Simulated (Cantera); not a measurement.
A freely propagating, adiabatic, planar premixed flame of 13.3 % CH3OH, 18.1 % O2, 68.4 % N2, 0.101 % H2, equivalence ratio 1.1, unburnt at 450 K and 1.01 bar; mixture-averaged transport, grid criteria slope 0.08 and curve 0.16, no radiation.

Cantera simulation using GRI-Mech 3.0 (53 species, 325 reactions); the numbers are that mechanism's predictions, not measurements. GRI-Mech 3.0 was tuned for natural gas; its chemistry of methanol as a main component is partial and can be far from experiment. Burning velocities carry a grid error of a few per cent, more on coarse grids.

x: mole fraction of selected species; z is measured from the peak of heat release.

```json
[
 {"z (mm)": "-0.803", "T (K)": "450", "u (m/s)": "0.920", "x CH3OH": "0.133", "x O2": "0.181", "x CO": "5.75e-6", "x CO2": "2.28e-7", "x HO2": "1.51e-7", "x C2H": "<1e-8"},
 {"z (mm)": "-0.536", "T (K)": "452", "u (m/s)": "0.927", "x CH3OH": "0.133", "x O2": "0.180", "x CO": "8.90e-5", "x CO2": "5.32e-6", "x HO2": "2.34e-6", "x C2H": "<1e-8"},
 {"z (mm)": "-0.402", "T (K)": "460", "u (m/s)": "0.948", "x CH3OH": "0.132", "x O2": "0.179", "x CO": "0.000417", "x CO2": "3.28e-5", "x HO2": "1.12e-5", "x C2H": "<1e-8"},
 {"z (mm)": "-0.268", "T (K)": "516", "u (m/s)": "1.07", "x CH3OH": "0.128", "x O2": "0.173", "x CO": "0.00284", "x CO2": "0.000338", "x HO2": "8.38e-5", "x C2H": "<1e-8"},
 {"z (mm)": "-0.134", "T (K)": "867", "u (m/s)": "1.87", "x CH3OH": "0.0977", "x O2": "0.142", "x CO": "0.0215", "x CO2": "0.00417", "x HO2": "0.000875", "x C2H": "<1e-8"},
 {"z (mm)": "-0.0669", "T (K)": "1259", "u (m/s)": "2.81", "x CH3OH": "0.0543", "x O2": "0.105", "x CO": "0.0469", "x CO2": "0.0110", "x HO2": "0.00244", "x C2H": "<1e-8"},
 {"z (mm)": "0", "T (K)": "1670", "u (m/s)": "3.85", "x CH3OH": "0.00775", "x O2": "0.0647", "x CO": "0.0769", "x CO2": "0.0232", "x HO2": "0.00171", "x C2H": "<1e-8"},
 {"z (mm)": "0.0669", "T (K)": "1810", "u (m/s)": "4.20", "x CH3OH": "8.41e-5", "x O2": "0.0400", "x CO": "0.0757", "x CO2": "0.0382", "x HO2": "5.23e-5", "x C2H": "<1e-8"},
 {"z (mm)": "0.134", "T (K)": "1858", "u (m/s)": "4.29", "x CH3OH": "[?]", "x O2": "[?]", "x CO": "[?]", "x CO2": "[?]", "x HO2": "[?]", "x C2H": "<1e-8"},
 {"z (mm)": "0.268", "T (K)": "1922", "u (m/s)": "4.40", "x CH3OH": "<1e-8", "x O2": "0.0180", "x CO": "0.0499", "x CO2": "0.0679", "x HO2": "7.56e-6", "x C2H": "<1e-8"},
 {"z (mm)": "0.536", "T (K)": "1999", "u (m/s)": "4.54", "x CH3OH": "<1e-8", "x O2": "[?]", "x CO": "[?]", "x CO2": "0.0780", "x HO2": "[?]", "x C2H": "<1e-8"},
 {"z (mm)": "1.07", "T (K)": "2082", "u (m/s)": "4.71", "x CH3OH": "<1e-8", "x O2": "0.0105", "x CO": "0.0381", "x CO2": "0.0820", "x HO2": "3.44e-6", "x C2H": "<1e-8"},
 {"z (mm)": "2.14", "T (K)": "2161", "u (m/s)": "4.86", "x CH3OH": "<1e-8", "x O2": "0.00750", "x CO": "0.0354", "x CO2": "0.0853", "x HO2": "2.09e-6", "x C2H": "<1e-8"}
]
```

Some entries are withheld; supply them.


- 0.134, x CH3OH: 2.72e-7
- 0.134, x O2: 0.0269
- 0.134, x CO: 0.0641
- 0.134, x CO2: 0.0517
- 0.134, x HO2: 1.19e-5
- 0.536, x O2: 0.0137
- 0.536, x CO: 0.0413
- 0.536, x HO2: 5.19e-6
